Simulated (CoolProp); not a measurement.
Cyclopentane at 363.76 K and 0.2 MPa is throttled through a valve to 0.13 MPa with no heat exchange. Each further row changes one setting.

The numbers come from the reference Helmholtz-energy equation of state, Gedanitz 2015 in CoolProp.

```tsv
case	temperature change (K)	final density (kg/m³)
as stated	-1.5	?
outlet pressure 0.039 MPa	?	0.922
outlet pressure 0.169 MPa	?	?
```

Some entries are withheld; supply them.


- as stated, final density (kg/m³): 3.12
- outlet pressure 0.039 MPa, temperature change (K): -3.5
- outlet pressure 0.169 MPa, temperature change (K): -0.7
- outlet pressure 0.169 MPa, final density (kg/m³): 4.09
